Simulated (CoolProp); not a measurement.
Dimethyl ether along the isobar 5920 kPa: Z from the reference equation and from simpler models built on Tc = 127.2 °C, pc = 5337 kPa, ω = 0.196; each cubic takes its own stable root.

The numbers come from the reference Helmholtz-energy equation of state, Wu 2011 in CoolProp.

| T (°C) | phase | reference |
|---|---|---|
| 113.75 | liquid | 0.1763 |
| 121.05 | liquid | 0.1862 |
| 128.35 | supercritical | 0.2085 |
| 135.65 | supercritical | 0.3769 |
| 142.95 | supercritical | 0.4935 |
| 150.25 | supercritical | 0.5573 |
| 157.55 | supercritical | 0.6035 |
| 164.85 | supercritical | 0.6400 |
| 172.15 | supercritical | 0.6702 |
| 179.45 | supercritical | 0.6960 |
| 186.65 | supercritical | 0.7180 |
| 193.95 | supercritical | 0.7377 |
| 201.25 | supercritical | 0.7553 |
| 208.55 | supercritical | 0.7710 |
| 215.85 | supercritical | 0.7853 |

Question: How far does each simpler model (van der Waals, Redlich-Kwong, Soave-Redlich-Kwong, Peng-Robinson) lie from the reference over these 15 states: mean and median of the absolute difference, and the worst?

Answer: 
- van der Waals: mean 11.8 %, median 2.4 %, worst +54.7 % at 113.75 °C and 5920 kPa
- Redlich-Kwong: mean 5.4 %, median 1.0 %, worst +25.0 % at 128.35 °C and 5920 kPa
- Soave-Redlich-Kwong: mean 7.6 %, median 3.4 %, worst +25.6 % at 128.35 °C and 5920 kPa
- Peng-Robinson: mean 3.0 %, median 1.2 %, worst +14.2 % at 128.35 °C and 5920 kPa
